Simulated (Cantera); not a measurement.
A closed system holds: 1 mol V, 0.073 mol O2, a varied amount of H2, 3.8 mol N2, at 2227 °C and 1.40 mbar.

Method: chemical equilibrium by Gibbs-energy minimisation in Cantera with the NASA 1993 tables (ideal gas, pure condensed phases). Candidate condensed phases: H2O, V, VN, VO, V2O3, V2O4, V2O5; 28 gas species. Kinetics and transport are ignored.

At 5.6 mol H2, list the 5 most abundant gas species with their mole fractions, and the condensed phases.

H 0.349, N2 0.302, H2 0.270, V 0.0682, VO 0.0109. Condensed: gas only.
